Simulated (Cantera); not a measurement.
Mixture: CH₄ : H₂ : O₂ : N₂ = 1 : 1.3 : 4.49 : 16.9 (molar parts), equivalence ratio 0.59, at 41000 Pa, adiabatic and at constant pressure. Ignition delay is the time to a rise of 400 K.

Detailed kinetics in Cantera: GRI-Mech 3.0 (53 species, 325 reactions). Below about 1000 K GRI-Mech 3.0 lacks low-temperature oxidation paths. Below about 950 K walls govern HO2 and H2O2 in real vessels.

Problem. Predict: delay at 875 K; delay at 1025 K; delay at 1175 K; delay at 1325 K; apparent activation energy between 1250 and 1400 K.

Solution. 
| Property | Result |
|---|---|
| delay at 875 K | 0.139 s |
| delay at 1025 K | 4.85 ms |
| delay at 1175 K | 1.09 ms |
| delay at 1325 K | 0.385 ms |
| apparent activation energy between 1250 and 1400 K | 84 kJ/mol |
